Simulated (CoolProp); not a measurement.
Octamethylcyclotetrasiloxane (D4) along the isobar 0.383 MPa: fugacity coefficient from the reference equation and from simpler models built on Tc = 586.5 K, pc = 1.347 MPa, ω = 0.598; each cubic takes its own stable root.

Values from CoolProp's reference Helmholtz-energy equation of state, Thol 2015.

```
T (K)  phase  reference  van der Waals  Redlich-Kwong  Soave-Redlich-Kwong  Peng-Robinson
-----  -----  ---------  -------------  -------------  -------------------  -------------
555.8    gas     0.8789         0.9044         0.8888               0.8826         0.8727
565      gas     0.8862         0.9081         0.8939               0.8897         0.8799
574.2    gas     0.8931         0.9116         0.8987               0.8964         0.8866
583.3    gas     0.8993         0.9150         0.9032               0.9026         0.8929
592.5    gas     0.9052         0.9181         0.9075               0.9085         0.8989
601.7    gas     0.9107         0.9212         0.9115               0.9141         0.9045
610.8    gas     0.9158         0.9240         0.9153               0.9192         0.9098
620      gas     0.9206         0.9268         0.9189               0.9241         0.9147
```
